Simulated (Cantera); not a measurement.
A freely propagating, adiabatic, planar premixed flame of CH₄ : C₂H₆ : O₂ : N₂ : H₂ = 1 : 0.21 : 2.1 : 7.91 : 0.045 (molar parts), equivalence ratio 1.3, unburnt at 600 K and 645 Torr; mixture-averaged transport, grid criteria slope 0.08 and curve 0.16, no radiation.

Cantera simulation using GRI-Mech 3.0 (53 species, 325 reactions); the numbers are that mechanism's predictions, not measurements. Burning velocities carry a grid error of a few per cent, more on coarse grids.

### Question
Predict: laminar burning velocity; thermal thickness; peak x(HCO); peak x(CH₂).

### Answer
```
Quantity                    Result
------------------------  --------
laminar burning velocity  111 cm/s
thermal thickness         0.403 mm
peak x(HCO)                6.20e-5
peak x(CH₂)               0.000109
```
